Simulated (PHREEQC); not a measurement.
## Copper plating or etch bath: an equilibrium model

Make-up at 24 °C: 0.0018 mol/kgw Cu(NO3)2, 0.00012 mol/kgw HBF4 and 0.012 mol/kgw KCl. Closed to the air; pH follows from the charge balance.

Computed with PHREEQC (ion-association model, wateq4f.dat).

```yaml
pH: 3.51
ionic_strength: 0.0177 mol/kgw
total_alkalinity: -0.480 meq/kg
```

```csv
species,molality,activity,log γ
K+,0.0120,0.0105,-0.058
Cl-,0.0120,0.0105,-0.058
NO3-,0.00360,0.00314,-0.060
Cu+2,0.00176,0.00107,-0.215
H+,0.000345,0.000309,-0.049
F-,0.000339,0.000296,-0.059
HF,0.000134,0.000135,0.002
H3BO3,0.000120,0.000120,0.002
CuCl+,3.29e-5,2.88e-5,-0.058
CuF+,6.53e-6,5.73e-6,-0.057
HF2-,1.74e-7,1.52e-7,-0.059
CuCl2,1.59e-7,1.60e-7,0.002
```

This is a speciation only: nothing precipitates in the calculation. Species that the database lacks are ignored. Real BF4- forms and hydrolyses slowly; the run takes it at equilibrium.
